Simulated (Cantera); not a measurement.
Input: 1 mol Mg(OH)2, 0.5 mol H2, 0.82 mol CO2, held at 0.000140 bar.

Equilibrium computed with Cantera from the NASA thermochemical tables; the gas is ideal and each condensed phase is pure. Candidate condensed phases: C, C6H6, C7H8, C8H18, H2O, Mg, MgCO3, MgO, Mg(OH)2; 116 gas species. Rates play no part. All values below are at 1875 K.

Base state: H2O 0.541, CO2 0.214, CO 0.132, H2 0.0811, H 0.0158, OH 0.00820, O2 0.00353, Mg 0.00241 (mole fractions); condensed: MgO(s).

What changes in the equilibrium state with this change: H2 from 0.5 to 6.7 mol?


```json
[
 {"species": "H2", "before": "0.0811", "after": "0.593"},
 {"species": "H2O", "before": "0.541", "after": "0.232"},
 {"species": "CO", "before": "0.132", "after": "0.0823"},
 {"species": "CO2", "before": "0.214", "after": "0.00783"},
 {"species": "Mg", "before": "0.00241", "after": "0.0411"},
 {"species": "H", "before": "0.0158", "after": "0.0426"},
 {"species": "O2", "before": "0.00353", "after": "1.21e-5"},
 {"species": "O", "before": "0.00121", "after": "7.09e-5"},
 {"species": "OH", "before": "0.00820", "after": "0.00130"},
 {"species": "MgO(s), mol", "before": "0.994", "after": "0.625"}
]
```
